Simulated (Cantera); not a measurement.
An isothermal, constant-pressure homogeneous reactor starts with 4.55 % CH4, 95.5 % N2, at 1800 K and 2.63 Torr.

Model: GRI-Mech 3.0 (53 species, 325 reactions), integrated in Cantera. GRI-Mech 3.0 stops at C3 and has no aromatics, soot or wall deposition, so with more carbon than oxygen in the feed, carbon stays in small species such as C2H2 where larger ones or solid carbon would form. Radical loss at walls, strong at low pressure, is not modelled.

x: mole fraction; the columns are a selection and need not sum to one.

```
t (s)        x CH4     x CH2    x C2H2    x C2H4      x H2     x CH3
--------  --------  --------  --------  --------  --------  --------
2.00e-5     0.0455    <1e-12    <1e-12    <1e-12   9.36e-9   1.63e-7
6.83e-5     0.0455    <1e-12    <1e-12    <1e-12   9.89e-8   6.22e-7
0.000233    0.0455  1.38e-11    <1e-12  3.11e-12   8.55e-7   2.64e-6
0.000795    0.0454  2.72e-10    <1e-12  3.28e-10   4.90e-6   1.10e-5
0.00271     0.0454   2.90e-9  1.78e-10       ___   1.96e-5   4.04e-5
0.00926     0.0453   2.69e-8   2.96e-8       ___   7.17e-5  0.000140
0.0316      0.0449   2.51e-7   4.17e-6       ___  0.000327  0.000476
0.108       0.0410   1.85e-6  0.000509  0.000974   0.00417   0.00140
0.368       0.0186   3.11e-6    0.0114  0.000903    0.0365   0.00118
1.26       0.00386   1.62e-6    0.0197       ___    0.0591  0.000353
4.29      0.000399   5.78e-7    0.0215       ___    0.0643   6.50e-5
14.6       2.40e-5   1.09e-7    0.0217       ___    0.0647   6.88e-6
50.0       1.70e-7   1.89e-9    0.0217       ___    0.0645   7.59e-8
```

Complete the blanks.


- 0.00271, x C2H4: 2.16e-8
- 0.00926, x C2H4: 9.90e-7
- 0.0316, x C2H4: 3.82e-5
- 1.26, x C2H4: 4.84e-5
- 4.29, x C2H4: 1.28e-6
- 14.6, x C2H4: 1.36e-7
- 50.0, x C2H4: 1.15e-7
